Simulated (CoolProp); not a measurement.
Vapour-liquid equilibrium of R22 (1) + n-pentane (2) at 0.0955 MPa; x and y are mole fractions of (1).

Model: multi-fluid Helmholtz-energy mixture model, Kamei 1995 and Thol 2019; pair parameters Bell 2016, in CoolProp.

| x | bubble temperature (K) | y at the bubble point | dew temperature at overall composition x (K) | liquid density (mol/L) |
|---|---|---|---|---|
| 0.05 | 282.0 | 0.631 | 306.0 | 9.011 |
| 0.125 | 261.6 | 0.864 | 303.7 | 9.595 |
| 0.2 | 251.4 | 0.926 | 301.2 | 10.07 |
| 0.275 | 245.6 | 0.950 | 298.6 | 10.52 |
| 0.35 | 242.0 | 0.962 | 295.7 | 10.96 |
| 0.425 | 239.7 | 0.968 | 292.6 | 11.41 |
| 0.5 | 238.2 | 0.973 | 289.1 | 11.89 |
| 0.575 | 237.0 | 0.976 | 285.2 | 12.39 |
| 0.65 | 236.1 | 0.979 | 280.8 | 12.94 |
| 0.725 | 235.2 | 0.982 | 275.5 | 13.54 |
| 0.8 | 234.3 | 0.985 | 269.0 | 14.19 |
| 0.875 | 233.2 | 0.989 | 260.1 | 14.92 |
| 0.95 | 232.0 | 0.995 | 245.5 | 15.74 |

No azeotrope shows between x = 0.05 and 0.95.

Pair parameters are fitted to limited data, so mixtures are less certain than the pure fluids. With so large a gap from Raoult's law the liquid may split in two, which this calculation doesn't test in full.
